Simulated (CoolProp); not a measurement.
Vapour-liquid equilibrium of n-octane (1) + m-xylene (2) at 360.8 K; x and y are mole fractions of (1).

Values from CoolProp's multi-fluid Helmholtz-energy mixture model, Beckmüller 2019 and Zhou 2012; pair parameters Bell 2016.

Problem. Give the bubble pressure and the first vapour's composition at x = 0.05, 0.25, 0.95. Is there an azeotrope?

Solution. x = 0.05: 0.02086 MPa, y = 0.081; x = 0.25: 0.02341 MPa, y = 0.348; x = 0.95: 0.03040 MPa, y = 0.963. No azeotrope shows between x = 0.05 and 0.95.

The pair parameters rest on a limited set of measurements; away from them the model extrapolates.
